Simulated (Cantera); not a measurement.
A perfectly stirred reactor is fed with H2 : O2 : N2 = 0.77 : 1 : 8.2 (molar parts), equivalence ratio 0.39, at 0.168 atm; it is held at 875 K, and followed from long to short residence time.

Cantera simulation using GRI-Mech 3.0 (53 species, 325 reactions); the numbers are that mechanism's predictions, not measurements. Below about 950 K walls govern HO2 and H2O2 in real vessels. The temperature is held fixed by assumption; the heat of reaction is taken as removed at once.

One state of this run: x H2 = 0.0375; x O2 = 0.0818; x H2O = 0.0400; x O = 0.000430; x H = 0.00217; x NO = 3.75e-8. x: mole fraction; the columns are a selection and need not sum to one.

Which value of τ (s) does it belong to?
(A) 0.0023
(B) 0.31
(C) 1.1
(D) 0.027

A, 0.0023
